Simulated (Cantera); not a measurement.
Feed: 1 mol SiO₂, 1.7 mol CO, 0.5 mol C, at 1250 K and 6.00 bar.

These are equilibrium values from Cantera (NASA tables, ideal gas, pure condensed phases), not measurements of a reactor. Candidate condensed phases: C, Si, SiC, SiO₂; 20 gas species. The tables hold silica as quartz up to 1696 K and as liquid above; real silica turns to tridymite and cristobalite and melts near 1996 K. Kinetics and transport are ignored.

Base state: CO 0.948, CO₂ 0.0519 (mole fractions); condensed: C(graphite) + SiO₂(β-quartz).

Problem. What changes in the equilibrium state with this change: temperature from 1250 K to 1148 K?

Solution. 
```json
[
 {"species": "CO", "before": "0.948", "after": "0.831"},
 {"species": "CO₂", "before": "0.0519", "after": "0.169"},
 {"species": "C(graphite), mol", "before": "0.584", "after": "0.745"},
 {"species": "SiO₂(β-quartz), mol", "before": "1.00", "after": "1.00"}
]
```
